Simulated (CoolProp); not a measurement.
Vapour-liquid equilibrium of benzene (1) + n-heptane (2) at 448 K; x and y are mole fractions of (1).

Computed with CoolProp (multi-fluid Helmholtz-energy mixture model, Thol 2012 and Span 2003; pair parameters Bell 2016).

```json
[
 {"x": "0.05", "bubble pressure (kPa)": "643.8", "y at the bubble point": "0.077", "dew pressure at overall composition x (kPa)": "635.7", "liquid density (mol/L)": "5.411"},
 {"x": "0.125", "bubble pressure (kPa)": "678.1", "y at the bubble point": "0.183", "dew pressure at overall composition x (kPa)": "659.1", "liquid density (mol/L)": "5.583"},
 {"x": "0.2", "bubble pressure (kPa)": "711.8", "y at the bubble point": "0.280", "dew pressure at overall composition x (kPa)": "683.9", "liquid density (mol/L)": "5.765"},
 {"x": "0.275", "bubble pressure (kPa)": "744.2", "y at the bubble point": "0.368", "dew pressure at overall composition x (kPa)": "710.1", "liquid density (mol/L)": "5.960"},
 {"x": "0.35", "bubble pressure (kPa)": "774.7", "y at the bubble point": "0.447", "dew pressure at overall composition x (kPa)": "737.6", "liquid density (mol/L)": "6.170"},
 {"x": "0.425", "bubble pressure (kPa)": "803.2", "y at the bubble point": "0.520", "dew pressure at overall composition x (kPa)": "766.1", "liquid density (mol/L)": "6.394"},
 {"x": "0.5", "bubble pressure (kPa)": "829.3", "y at the bubble point": "0.588", "dew pressure at overall composition x (kPa)": "795.2", "liquid density (mol/L)": "6.637"},
 {"x": "0.575", "bubble pressure (kPa)": "853.0", "y at the bubble point": "0.652", "dew pressure at overall composition x (kPa)": "824.3", "liquid density (mol/L)": "6.900"},
 {"x": "0.65", "bubble pressure (kPa)": "874.2", "y at the bubble point": "0.712", "dew pressure at overall composition x (kPa)": "852.4", "liquid density (mol/L)": "7.185"},
 {"x": "0.725", "bubble pressure (kPa)": "892.9", "y at the bubble point": "0.771", "dew pressure at overall composition x (kPa)": "878.4", "liquid density (mol/L)": "7.496"},
 {"x": "0.8", "bubble pressure (kPa)": "909.0", "y at the bubble point": "0.831", "dew pressure at overall composition x (kPa)": "901.0", "liquid density (mol/L)": "7.835"},
 {"x": "0.875", "bubble pressure (kPa)": "922.2", "y at the bubble point": "0.891", "dew pressure at overall composition x (kPa)": "919.0", "liquid density (mol/L)": "8.206"},
 {"x": "0.95", "bubble pressure (kPa)": "932.4", "y at the bubble point": "0.955", "dew pressure at overall composition x (kPa)": "931.8", "liquid density (mol/L)": "8.612"}
]
```

No azeotrope shows between x = 0.05 and 0.95.

Pair parameters are fitted to limited data, so mixtures are less certain than the pure fluids.
